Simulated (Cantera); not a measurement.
Source: NASA polynomial tables (part measured, part estimated), evaluated in Cantera. Values are per mole of reaction as written; species without (g) are pure solids or liquids, kept so even where they would boil at 1 bar.

### Question
Between 300 and 773 K, where is each reaction favourable under standard conditions?
- Mg + 2 HF(g) = 2 H(g) + MgF2
- MgF2 = Mg(g) + F2(g)

### Answer
- Mg + 2 HF(g) = 2 H(g) + MgF2: ΔG° is -115 kJ at 300 K and -78 kJ at 773 K; it stays negative (K > 1). ΔH° is -130 kJ and ΔS° -68 J/K at 773 K.
- MgF2 = Mg(g) + F2(g): ΔG° is 1183 kJ at 300 K and 1048 kJ at 773 K; it stays positive (K < 1). ΔH° is 1263 kJ and ΔS° 278 J/K at 773 K.
